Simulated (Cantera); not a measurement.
A perfectly stirred reactor is fed with 5.20 % CH4, 0.624 % C2H6, 2.08 % C3H8, 17.7 % O2, 66.6 % N2, 7.80 % H2O, at 1.30 bar; it is adiabatic with a 475 K inlet, and is followed from long to short residence time, starting on the burning branch (τ in s: 0.5, 0.12, 0.031, 0.0076, 0.0019, 0.00047, 0.00012, 2.9e-05, 7.1e-06).

Cantera simulation using GRI-Mech 3.0 (53 species, 325 reactions); the numbers are that mechanism's predictions, not measurements. GRI-Mech 3.0 was tuned for natural gas; its chemistry of propane as a main component is partial and can be far from experiment.

**Question.** Predict: blow-out, bracketed by the residence times tried; x(CH4) at τ = 0.500 s; x(C2H6) at τ = 0.500 s; x(C3H8) at τ = 0.500 s; x(CH2) at τ = 0.500 s; x(HO2) at τ = 0.500 s; x(CH4) at τ = 1.90 ms; x(C2H6) at τ = 1.90 ms; x(C3H8) at τ = 1.90 ms; x(CH2) at τ = 1.90 ms; x(HO2) at τ = 1.90 ms.

**Answer.** 
| Item | Result |
|---|---|
| blow-out, bracketed by the residence times tried | burning at 0.470 ms, out at 0.120 ms |
| x(CH4) at τ = 0.500 s | 1.39e-5 |
| x(C2H6) at τ = 0.500 s | 1.27e-8 |
| x(C3H8) at τ = 0.500 s | 3.27e-8 |
| x(CH2) at τ = 0.500 s | 9.97e-8 |
| x(HO2) at τ = 0.500 s | 1.14e-8 |
| x(CH4) at τ = 1.90 ms | 0.000108 |
| x(C2H6) at τ = 1.90 ms | 1.38e-6 |
| x(C3H8) at τ = 1.90 ms | 3.11e-6 |
| x(CH2) at τ = 1.90 ms | 5.97e-6 |
| x(HO2) at τ = 1.90 ms | 8.12e-7 |
